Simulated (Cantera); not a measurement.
Charge: 1 mol SiH4, 1.6 mol O3, 25 mol H2, 3.6 mol H2O, at 260 Pa.

Method: chemical equilibrium by Gibbs-energy minimisation in Cantera with the NASA 1993 tables (ideal gas, pure condensed phases). Candidate condensed phases: H2O, Si, SiO2; 18 gas species. The tables hold silica as quartz up to 1696 K and as liquid above; real silica turns to tridymite and cristobalite and melts near 1996 K. Equilibrium is a limit: real reactors are often held back by kinetics, nucleation or transport.

### Question
At 1375 K, list the 3 most abundant gas species with their mole fractions, and the condensed phases.

### Answer
H2 0.791, H2O 0.209, H 5.98e-5. Condensed: SiO2(β-quartz).
